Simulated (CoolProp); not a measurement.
Model: reference Helmholtz-energy equation of state, Lemmon 2006, in CoolProp. It is a short technical equation, of lower accuracy than the large ones.

Problem. For nitrous oxide, give the phase and the isothermal compressibility (1/MPa), expansivity (1/kK) at 500 K and 50 bar; 500 K and 450 bar.

Solution. 
- 500 K and 50 bar: gas; isothermal compressibility 0.208, expansivity 2.39
- 500 K and 450 bar: supercritical; isothermal compressibility 0.0157, expansivity 3.08
